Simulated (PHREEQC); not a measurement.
PHREEQC input (ion-association model, wateq4f.dat):

```
SOLUTION_MASTER_SPECIES
  An  An-  0  An  62.0  # stands for a non-complexing anion
SOLUTION_SPECIES
  An- = An-
    -log_k 0
    -gamma 3.0 0
PHASES
  Fix_H+
    H+ = H+
    -log_k 0
SOLUTION 1
  temp 25
  units mmol/kgw
  pH 7 charge
  Cl 0.134
  Ni 0.067
  Na 1
  An 1
END
SELECTED_OUTPUT 1
  -reset false
  -pH true
  -pe true
  -ionic_strength true
  -water true
  -totals Cl Na Ni
  -molalities Hfo_wOH Hfo_wOH2+ Hfo_wO- Hfo_sOH Hfo_sOH2+ Hfo_sO- Hfo_sONi+ Hfo_wONi+
  -saturation_indices Ni(OH)2 Halite
USER_PUNCH 1
  -headings sigma psi
  10 PUNCH EDL("sigma", "Hfo"), EDL("psi", "Hfo")
PRINT
  -reset false
USE solution 1
SURFACE 1
  Hfo_wOH 6.29213e-05 600 0.028
  Hfo_sOH 1.57303e-06
EQUILIBRIUM_PHASES 1
  Fix_H+ -3 HAn 10
    -force_equality true
  O2(g) -0.68 10
END
# ... the last block is repeated for the other 12 points of pH, with NaOH or the acid as the point needs
```

Selected output (columns that matter, 13 of 13 rows; pH added in front):

```
pH	mu	Na	Ni	m_Hfo_wOH	m_Hfo_wOH2+	m_Hfo_wO-	m_Hfo_sOH	m_Hfo_sOH2+	m_Hfo_sO-	m_Hfo_sONi+	si_Ni(OH)2	si_Halite	sigma	psi
3	0.0022736	0.001	6.7e-05	1.8934e-05	4.38e-05	1.8749e-07	4.7334e-07	1.095e-06	4.6873e-09	7.1435e-12	-9.0656	-8.5007	0.25676	0.23223
3.67	0.0014373	0.001	6.7e-05	3.4069e-05	2.7899e-05	9.5307e-07	8.5167e-07	6.9744e-07	2.3825e-08	1.0371e-10	-7.7077	-8.4918	0.15864	0.21928
4.33	0.0012578	0.001	6.6998e-05	4.2295e-05	1.8399e-05	2.2274e-06	1.0564e-06	4.5955e-07	5.5633e-08	1.4427e-09	-6.3832	-8.4895	0.095212	0.19649
5	0.001216	0.001	6.6977e-05	4.621e-05	1.2925e-05	3.7846e-06	1.1392e-06	3.1864e-07	9.3299e-08	2.1933e-08	-5.0422	-8.489	0.053929	0.1682
5.67	0.0012047	0.001	6.668e-05	4.7738e-05	9.8784e-06	5.285e-06	9.6619e-07	1.9993e-07	1.0696e-07	2.9994e-07	-3.7039	-8.4888	0.028755	0.13631
6.33	0.0011981	0.0010001	6.5429e-05	4.8024e-05	7.7995e-06	6.7741e-06	2.4971e-07	4.0555e-08	3.5223e-08	1.2475e-06	-2.392	-8.4887	0.014944	0.10349
7	0.0011946	0.0010101	6.1275e-05	4.4571e-05	4.9221e-06	9.2461e-06	2.2197e-08	2.4513e-09	4.6047e-09	1.5438e-06	-1.0808	-8.4843	0.0080367	0.073762
7.67	0.0011832	0.0010347	4.9523e-05	2.8477e-05	1.0634e-06	1.747e-05	3.7828e-09	1.4126e-10	2.3207e-09	1.5668e-06	0.165	-8.4737	0.0061377	0.061984
8.33	0.0011744	0.0010569	3.9839e-05	1.0934e-05	1.0416e-07	2.6293e-05	9.0483e-10	8.6198e-12	2.1759e-09	1.5699e-06	1.3803	-8.4643	0.0055702	0.058036
9	0.0011736	0.0010806	3.5854e-05	3.0791e-06	7.1776e-09	3.026e-05	2.2058e-10	5.142e-13	2.1678e-09	1.5706e-06	2.6049	-8.4547	0.0051172	0.054568
9.67	0.0011932	0.0011575	3.5033e-05	1.176e-06	1.0106e-09	3.1349e-05	8.1976e-11	7.0446e-14	2.1853e-09	1.5708e-06	3.4682	-8.4251	0.0035428	0.040571
10.33	0.0013637	0.0013598	3.5197e-05	9.8197e-07	6.967e-10	3.1706e-05	6.8823e-11	4.8829e-14	2.2222e-09	1.5707e-06	3.6274	-8.3573	0.00054536	0.006451
11	0.0022074	0.0022075	3.5755e-05	1.2164e-06	1.0583e-09	3.203e-05	8.6854e-11	7.5565e-14	2.287e-09	1.5707e-06	3.4377	-8.1561	-0.004517	-0.038424
```

Along this series the solution becomes supersaturated in solids that the run did not let form, among them Ni(OH)2. The oxide is taken as insoluble; below pH 4 it would dissolve.
